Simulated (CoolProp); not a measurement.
Vapour-liquid equilibrium of toluene (1) + n-dodecane (2) at 5.74 bar; x and y are mole fractions of (1).

Values from CoolProp's multi-fluid Helmholtz-energy mixture model, Lemmon 2006 and Lemmon 2004; pair parameters Bell 2016.

```tsv
x	bubble temperature, mixture model (°C)	bubble temperature, Raoult's law (°C)	y, mixture model	y, Raoult's law
0.05	297.0	290.5	0.138	0.253
0.15	279.9	267.4	0.393	0.558
0.25	262.7	249.7	0.595	0.724
0.35	246.7	235.6	0.738	0.822
0.45	232.7	224.1	0.832	0.883
0.55	220.8	214.6	0.893	0.924
0.65	210.7	206.5	0.934	0.951
0.75	202.1	199.5	0.961	0.971
0.85	194.7	193.3	0.981	0.985
0.95	188.3	187.9	0.995	0.996
```

The largest gap from Raoult's law is +13.0 K in bubble temperature, at x = 0.25. No azeotrope shows between x = 0.05 and 0.95.

Pair parameters are fitted to limited data, so mixtures are less certain than the pure fluids.
